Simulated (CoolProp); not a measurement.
A simple Rankine cycle with benzene: condensing at 327.15 K, boiler at 0.458 MPa, turbine inlet 416.7 K, turbine efficiency 0.7, pump efficiency 0.6, no recuperator. Each further row changes one setting.

The numbers come from the reference Helmholtz-energy equation of state, Thol 2012 in CoolProp.

```csv
case,thermal efficiency (%),net work (kJ/kg),heat in (kJ/kg),turbine exit temperature (K),volume ratio over the turbine
as stated,12.2,63.5,520,362.4,10.3
turbine inlet 436.7 K,12.2,67.5,553,383.5,10.3
condensing temperature 319.15 K,13.3,71.0,535,356.3,13.8
boiler pressure 0.321 MPa,10.6,55.8,525,371.7,7.19
turbine efficiency 0.6,10.4,54.3,520,369.3,10.5
```
